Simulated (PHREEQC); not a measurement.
KOH is added in steps, without added water, to 1 kg of water holding 0.16 mol/kgw HCl, 9.2e-05 mol/kgw Al2(SO4)3 and 0.12 mol/kgw NiSO4, at 25 °C. Oxygen alone is held at its pressure in air (log pO2 = -0.68). CO2 from the air is kept out. No solid was allowed to form.

Base run: PHREEQC, ion-association model, wateq4f.dat. Each further column changes one thing. The table gives pH.

```json
[
 {"KOH added (mol)": "0", "base": "1.14", "Debye-Hückel limiting law": "1.28", "all activity coefficients set to 1": "1.00", "metal-ligand complexes left out": "1.21", "Davies equation for every ion": "1.16"},
 {"KOH added (mol)": "0.044", "base": "1.31", "Debye-Hückel limiting law": "…", "all activity coefficients set to 1": "1.18", "metal-ligand complexes left out": "1.41", "Davies equation for every ion": "1.34"},
 {"KOH added (mol)": "0.088", "base": "1.57", "Debye-Hückel limiting law": "1.64", "all activity coefficients set to 1": "1.44", "metal-ligand complexes left out": "1.69", "Davies equation for every ion": "1.59"},
 {"KOH added (mol)": "0.11", "base": "1.75", "Debye-Hückel limiting law": "…", "all activity coefficients set to 1": "1.64", "metal-ligand complexes left out": "1.88", "Davies equation for every ion": "1.77"},
 {"KOH added (mol)": "0.154", "base": "2.73", "Debye-Hückel limiting law": "2.73", "all activity coefficients set to 1": "2.65", "metal-ligand complexes left out": "2.88", "Davies equation for every ion": "2.75"},
 {"KOH added (mol)": "0.198", "base": "9.50", "Debye-Hückel limiting law": "9.85", "all activity coefficients set to 1": "9.47", "metal-ligand complexes left out": "…", "Davies equation for every ion": "9.51"},
 {"KOH added (mol)": "0.242", "base": "9.74", "Debye-Hückel limiting law": "10.05", "all activity coefficients set to 1": "9.74", "metal-ligand complexes left out": "9.60", "Davies equation for every ion": "9.76"},
 {"KOH added (mol)": "0.286", "base": "9.91", "Debye-Hückel limiting law": "10.18", "all activity coefficients set to 1": "9.92", "metal-ligand complexes left out": "9.78", "Davies equation for every ion": "9.93"},
 {"KOH added (mol)": "0.33", "base": "10.07", "Debye-Hückel limiting law": "10.30", "all activity coefficients set to 1": "10.09", "metal-ligand complexes left out": "9.95", "Davies equation for every ion": "10.08"},
 {"KOH added (mol)": "0.352", "base": "10.15", "Debye-Hückel limiting law": "10.36", "all activity coefficients set to 1": "10.18", "metal-ligand complexes left out": "10.04", "Davies equation for every ion": "10.16"},
 {"KOH added (mol)": "0.396", "base": "10.35", "Debye-Hückel limiting law": "10.49", "all activity coefficients set to 1": "10.41", "metal-ligand complexes left out": "10.27", "Davies equation for every ion": "10.36"},
 {"KOH added (mol)": "0.44", "base": "10.66", "Debye-Hückel limiting law": "10.68", "all activity coefficients set to 1": "10.78", "metal-ligand complexes left out": "10.63", "Davies equation for every ion": "10.67"}
]
```

Task: Fill in the missing entries.

Result: 
- 0.044, Debye-Hückel limiting law: 1.42
- 0.11, Debye-Hückel limiting law: 1.80
- 0.198, metal-ligand complexes left out: 9.35

In at least one series the solution becomes supersaturated in solids that the run did not let form, among them Gibbsite, Ni(OH)2, Ni4(OH)6SO4.
